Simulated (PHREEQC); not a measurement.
Solution (90 °C): 0.00048 mol/kgw NaBr, 0.056 mol/kgw AlCl3 and 1.62e-05 mol/kgw Mn(NO3)2. Closed to the air; pH follows from the charge balance.

Model: ion-association model, wateq4f.dat, run in PHREEQC.

No solid was allowed to form.

**Question.** Order these Mn species by the share of Mn that they hold, largest first: Mn+2, MnCl+, MnCl2.

**Answer.** Mn+2 (86 %), MnCl+ (13 %), MnCl2 (0.39 %)

**Question.** Order these Al species by the share of Al that they hold, largest first: AlOH+2, Al(OH)2+, Al+3.

**Answer.** Al+3 (94 %), AlOH+2 (5.5 %), Al(OH)2+ (0.27 %)

The pH is 2.59 and the ionic strength 0.330 mol/kgw. Saturation is exceeded, for instance for Boehmite (slow to form), Gibbsite (slow to form); the values hold only as long as no solid forms. Constants without temperature data keep their 25 °C values here.
